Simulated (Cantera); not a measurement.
## Catalytic stagnation flow on Pt

A jet of 6.54 % CH4, 11.4 % O2, 82.0 % N2 at 300 K and 51.0 Torr hits a platinum plate 2.7 cm away at a mass flux of 0.034 kg/m²/s; the plate temperature is set and raised in steps from an oxygen-covered start.

Detailed kinetics in Cantera: Deutschmann's 1995 Pt surface mechanism with GRI-Mech 3.0 gas chemistry. Catalytic surfaces can have several steady states; this one follows from the mechanism file's or the stated starting coverage.

```tsv
plate T (K)	wall x CH4	wall x O2	wall x H2O	wall x OH	wall x CO	wall x CO2	θ free Pt	θ CO*	θ C*
950	0.00667	0.00356	0.108	<1e-8	0.0277	0.0396	0.824	0.174	0.00150
1000	0.00575	0.00319	0.109	<1e-8	0.0305	0.0374	0.898	0.100	0.00121
1050	0.00533	0.00305	0.109	<1e-8	0.0313	0.0370	0.945	0.0540	0.000848
1100	0.00518	0.00305	0.108	2.10e-8	0.0307	0.0378	0.970	0.0285	0.000545
1150	0.00517	0.00311	0.107	5.02e-8	0.0292	0.0395	0.984	0.0150	0.000335
1200	0.00523	0.00321	0.105	1.15e-7	0.0271	0.0419	0.991	0.00798	0.000202
1250	0.00533	0.00333	0.102	2.55e-7	0.0245	0.0448	0.995	0.00431	0.000121
1300	0.00544	0.00346	0.0998	5.37e-7	0.0217	0.0479	0.997	0.00236	7.24e-5
```
x: mole fraction at the wall; θ: surface coverage.
